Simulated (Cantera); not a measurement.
A Cantera script and its output.

```python
import numpy as np
import cantera as ct

gas = ct.Solution("h2o2.yaml")
gas.TP = 300, 35000
flame = ct.CounterflowDiffusionFlame(gas, width=0.02)
flame.fuel_inlet.X, flame.fuel_inlet.T = {'H2': 1}, 450
flame.oxidizer_inlet.X, flame.oxidizer_inlet.T = {'O2': 0.25, 'N2': 0.75}, 750
flame.set_refine_criteria(ratio=3, slope=0.12, curve=0.24, prune=0.03)
show = ['OH', 'H', 'H2O', 'HO2']

rows = []
print(f"{'mdot':>8s}{'a_max':>10s}{'a_mean':>10s}{'Tmax/K':>9s}" + "".join(f"{s:>11s}" for s in show) + "   (peak mole fractions)")
for i, mdot in enumerate([0.21, 0.29, 0.4, 0.56, 0.77, 1.1, 1.5, 2]):  # kg/m2/s on the oxidiser side
    flame.oxidizer_inlet.mdot, flame.fuel_inlet.mdot = mdot, 0.32 * mdot
    flame.solve(loglevel=0, auto=(i == 0))
    if flame.T.max() < max(450, 750) + 100:
        print(f"{mdot:8.3g}  no burning solution found from the previous one")
        break
    dT = np.abs(np.gradient(flame.T, flame.grid))
    rows.append([flame.strain_rate("max"), flame.strain_rate("mean"), flame.T.max(),
                 *(flame.X[gas.species_index(s)].max() for s in show), max(dT[0], dT[-1]) / dT.max()])
    print(f"{mdot:8.3g}{rows[-1][0]:10.1f}{rows[-1][1]:10.1f}{rows[-1][2]:9.1f}" + "".join(f"{x:11.3e}" for x in rows[-1][3:-1]))
```

Result:

```
    mdot     a_max    a_mean   Tmax/K         OH          H        H2O        HO2   (peak mole fractions)
    0.21     967.1     242.7   2308.0  3.077e-02  4.722e-02  2.811e-01  4.490e-05
    0.29    1313.4     335.1   2235.0  2.963e-02  5.145e-02  2.785e-01  5.093e-05
     0.4    1779.8     462.2   2156.8  2.802e-02  5.556e-02  2.761e-01  5.587e-05
    0.56    2453.8     647.1   2078.8  2.647e-02  6.010e-02  2.740e-01  6.062e-05
    0.77    3376.2     889.7   2015.7  2.535e-02  6.551e-02  2.710e-01  6.470e-05
     1.1    4792.2    1271.0   1928.5  2.319e-02  7.030e-02  2.683e-01  6.950e-05
     1.5    6493.5    1733.2   1853.0  2.118e-02  7.417e-02  2.658e-01  7.320e-05
       2    8603.3    2311.0   1785.5  1.928e-02  7.732e-02  2.627e-01  7.642e-05
```

Computed with Cantera and the H2/O2 subset of GRI-Mech 3.0, which has no nitrogen chemistry. The maximum strain rate includes the flame's own expansion and is several times the mean.
